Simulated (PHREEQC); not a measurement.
## Nickel, zinc or cadmium bath

Dissolve 0.003 mol ZnCl2 and 0.048 mol Na2SO4 per kg of water at 27 °C. Closed to the air; pH follows from the charge balance.

Model: ion-association model, wateq4f.dat, run in PHREEQC.

This is a speciation only: nothing precipitates in the calculation.

**Question.** What pH, ionic strength does the model give?

**Answer.** pH 6.28; ionic strength 0.134 mol/kgw.

**Question.** In which forms is S present?

**Answer.** SO4-2 83 %, NaSO4- 13 %, ZnSO4 2.8 %, Zn(SO4)2-2 1.8 % of the S.

Species that the database lacks are ignored.
